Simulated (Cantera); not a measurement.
Input (Python, Cantera):

```python
import numpy as np
import cantera as ct

gas = ct.Solution("gri30.yaml")


def delay(T, t_max=10):
    gas.TPX = T, 46000, {'CH4': 1, 'O2': 1.33, 'N2': 5.01}
    reactor = ct.IdealGasReactor(gas, clone=False)
    net = ct.ReactorNet([reactor])
    net.rtol, net.atol = 1e-8, 1e-16
    while net.time < t_max:
        t_old, T_old = net.time, reactor.T
        net.step()
        if reactor.T > T + 400:  # ignition: a rise of 400 K
            return t_old + (T + 400 - T_old) / (reactor.T - T_old) * (net.time - t_old)
    return np.nan


taus = []
for T in [1200, 1300, 1400, 1500, 1600, 1700]:
    taus.append(delay(T))
    print(f"T0 = {T:6g} K   tau = {taus[-1]:.4e} s")
```

Result:

```
T0 =   1200 K   tau = 1.0269e-01 s
T0 =   1300 K   tau = 2.4932e-02 s
T0 =   1400 K   tau = 7.0313e-03 s
T0 =   1500 K   tau = 2.3387e-03 s
T0 =   1600 K   tau = 9.2533e-04 s
T0 =   1700 K   tau = 4.2534e-04 s
```

Computed with Cantera and GRI-Mech 3.0 (53 species, 325 reactions).
